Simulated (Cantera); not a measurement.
Input: 1 mol TiCl4, 3.7 mol O2, 7.8 mol N2, held at 0.0825 Torr.

Method: chemical equilibrium by Gibbs-energy minimisation in Cantera with the NASA 1993 tables (ideal gas, pure condensed phases). Candidate condensed phases: Ti, TiCl2, TiCl3, TiCl4, TiN, TiO, TiO2, Ti2O3, Ti3O5, Ti4O7; 21 gas species. The numbers say what is thermodynamically allowed, not how fast it happens.

log p: log10 of the partial pressure in bar; n: condensed amount in mol.

```
T (°C)  log p N2  log p Cl  log p O2  log p O  log p Cl2  log p NO  n TiO2(rutile)
------  --------  --------  --------  -------  ---------  --------  --------------
1075       -4.22     -4.57     -4.68    -8.73      -5.69     -7.33           1.000
1125       -4.22     -4.54     -4.69    -8.38      -5.98     -7.21           1.000
1175       -4.23     -4.53     -4.69    -8.05      -6.28     -7.09           1.000
1225       -4.23     -4.52     -4.69    -7.75      -6.57     -6.98           1.000
1275       -4.23     -4.52     -4.69    -7.46      -6.85     -6.88           1.000
1325       -4.23     -4.52     -4.69    -7.19      -7.11     -6.79           1.000
1375       -4.23     -4.52     -4.69        …          …         …           1.000
1425       -4.23     -4.52     -4.69    -6.71      -7.60     -6.61           1.000
1475       -4.23     -4.52     -4.70    -6.48      -7.82     -6.53           1.000
1525       -4.23     -4.52     -4.70    -6.27      -8.03     -6.46           1.000
1575       -4.23     -4.52     -4.70        …          …         …           0.999
1625       -4.23     -4.52     -4.71    -5.89      -8.42     -6.33           0.996
1675       -4.23     -4.52     -4.72    -5.71      -8.60     -6.27           0.989
1725       -4.24     -4.52     -4.73    -5.55      -8.78     -6.21           0.972
```

Problem. Complete the blanks.

Solution. 
- 1575, log p O: -6.07
- 1575, log p Cl2: -8.23
- 1575, log p NO: -6.39
- 1375, log p O: -6.94
- 1375, log p Cl2: -7.36
- 1375, log p NO: -6.70
